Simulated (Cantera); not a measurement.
A perfectly stirred reactor is fed with H₂ : O₂ : N₂ = 0.88 : 1 : 0.87 (molar parts), equivalence ratio 0.44, at 113 Torr; it is held at 1350 K, and followed from long to short residence time.

Computed with Cantera and the H2/O2 subset of GRI-Mech 3.0, which has no nitrogen chemistry. The temperature is held fixed by assumption; the heat of reaction is taken as removed at once.

Q: Predict: x(H₂) at τ = 0.730 s; x(O₂) at τ = 0.730 s; x(H) at τ = 0.730 s; x(HO₂) at τ = 0.730 s; x(H₂O) at τ = 0.730 s; x(H₂) at τ = 36.0 ms; x(O₂) at τ = 36.0 ms; x(H) at τ = 36.0 ms; x(HO₂) at τ = 36.0 ms; x(H₂O) at τ = 36.0 ms.

A: 
* **x(H₂) at τ = 0.730 s**: 0.000263
* **x(O₂) at τ = 0.730 s**: 0.242
* **x(H) at τ = 0.730 s**: 2.79e-5
* **x(HO₂) at τ = 0.730 s**: 5.65e-6
* **x(H₂O) at τ = 0.730 s**: 0.380
* **x(H₂) at τ = 36.0 ms**: 0.00191
* **x(O₂) at τ = 36.0 ms**: 0.241
* **x(H) at τ = 36.0 ms**: 0.000581
* **x(HO₂) at τ = 36.0 ms**: 2.34e-5
* **x(H₂O) at τ = 36.0 ms**: 0.376
